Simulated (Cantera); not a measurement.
Pyrogenic steam for wet oxidation

A perfectly stirred reactor is fed with 15.0 % H₂, 8.85 % O₂, 76.1 % N₂, equivalence ratio 0.85, at 0.582 atm; it is held at 1200 K, and followed from long to short residence time.

Computed with Cantera and the H2/O2 subset of GRI-Mech 3.0, which has no nitrogen chemistry. The temperature is held fixed by assumption; the heat of reaction is taken as removed at once.

```
τ (s)       x H₂    x O₂       x O   x H₂O₂      x OH
------  --------  ------  --------  -------  --------
1.3     0.000196  0.0144   1.31e-5  4.09e-7  0.000114
0.42    0.000408  0.0145   2.93e-5  6.70e-7  0.000168
0.14    0.000822  0.0147   6.31e-5  1.01e-6  0.000247
0.046    0.00164  0.0151  0.000135  1.40e-6  0.000364
0.015    0.00320  0.0158  0.000280  1.73e-6  0.000535
0.0049   0.00601  0.0173  0.000564  1.95e-6  0.000779
0.0016    0.0108  0.0200   0.00109  2.03e-6   0.00112
```
x: mole fraction; the columns are a selection and need not sum to one.
